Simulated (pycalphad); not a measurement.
CALPHAD calculation (pycalphad, COST 507 light-alloy database (1999)), 1 atm. These are 1990s assessments: newer ones move some temperatures and phases. Amounts are mole fractions of atoms.

Question: Give the equilibrium state of Mn-1.158Si (wt.%) at 677 °C.

Answer: 
```
T = 950.00 K, P = 101325 Pa, N = 1 mol of atoms
G = -46104 J/mol, H = 20132 J/mol, S = 69.72 J/(mol K)  (SER reference)
chemical potentials (J/mol): Mn -44106, Si -133294
phase             fraction      x(Mn)      x(Si)
CBCC_A12            0.5589     0.9802     0.0198
CUB_A13             0.4411     0.9743     0.0257
```

CBCC_A12 is α-Mn; CUB_A13 is β-Mn.
